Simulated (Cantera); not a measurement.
A perfectly stirred reactor is fed with NO : N₂ = 1 : 0.84 (molar parts), at 1.40 bar; it is held at 1900 K, and followed from long to short residence time.

Cantera simulation using GRI-Mech 3.0 (53 species, 325 reactions); the numbers are that mechanism's predictions, not measurements.

```json
[
 {"quantity": "x(NO) at τ = 27.0 s", "before": "0.0602", "after": "0.0439"},
 {"quantity": "x(O) at τ = 27.0 s", "before": "0.000125", "after": "9.49e-5"},
 {"quantity": "x(O₂) at τ = 27.0 s", "before": "0.241", "after": "0.139"},
 {"quantity": "x(NO₂) at τ = 27.0 s", "before": "0.000157", "after": "8.70e-5"},
 {"quantity": "x(N₂O) at τ = 27.0 s", "before": "1.89e-6", "after": "1.15e-6"},
 {"quantity": "x(NO) at τ = 0.230 s", "before": "0.457", "after": "0.288"},
 {"quantity": "x(O) at τ = 0.230 s", "before": "5.73e-5", "after": "3.77e-5"},
 {"quantity": "x(O₂) at τ = 0.230 s", "before": "0.0429", "after": "0.0172"},
 {"quantity": "x(NO₂) at τ = 0.230 s", "before": "0.000531", "after": "0.000220"},
 {"quantity": "x(N₂O) at τ = 0.230 s", "before": "9.28e-5", "after": "3.74e-5"}
]
```

Which change was made?
A. temperature 1900 to 1700 K
B. temperature 1900 to 2100 K
C. pressure from 1.40 bar to 10.00 Torr
D. NO 1 to 0.4 parts

D, NO 1 to 0.4 parts
